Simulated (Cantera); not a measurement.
## Hydrocarbon pyrolysis for carbon deposition

An isothermal, constant-pressure homogeneous reactor starts with 32.3 % C2H6, 67.7 % H2, at 1475 K and 6400 Pa.

Computed with Cantera and GRI-Mech 3.0 (53 species, 325 reactions). GRI-Mech 3.0 stops at C3 and has no aromatics, soot or wall deposition, so with more carbon than oxygen in the feed, carbon stays in small species such as C2H2 where larger ones or solid carbon would form.

```csv
t (s),x C2H6,x H2,x CH4,x CH3,x C2H2,x CH2,x C2H
3.00e-6,0.322,0.677,2.02e-5,0.000271,2.55e-12,5.45e-10,<1e-12
2.40e-5,0.319,0.677,0.000958,0.00142,8.77e-8,1.21e-7,<1e-12
0.000192,0.238,0.672,0.0354,0.00660,0.000515,2.13e-6,4.74e-10
0.00153,0.0154,0.652,0.169,0.00209,0.0273,5.01e-7,2.22e-8
0.0122,0.000157,0.669,0.168,0.000221,0.0736,1.09e-8,7.75e-9
0.0979,3.01e-5,0.687,0.159,0.000119,0.123,3.41e-9,7.34e-9
0.783,2.35e-5,0.701,0.147,0.000119,0.149,3.62e-9,9.60e-9
6.26,1.32e-5,0.732,0.102,9.04e-5,0.162,3.04e-9,1.14e-8
50.0,2.30e-6,0.784,0.0282,3.20e-5,0.185,1.44e-9,1.68e-8
```
x: mole fraction; the columns are a selection and need not sum to one.

Equilibrium at this temperature and pressure: C2H6 1.81e-6, H2 0.788, CH4 0.0216, CH3 2.53e-5, C2H2 0.187, CH2 1.18e-9, C2H 1.75e-8 (gas phase only).
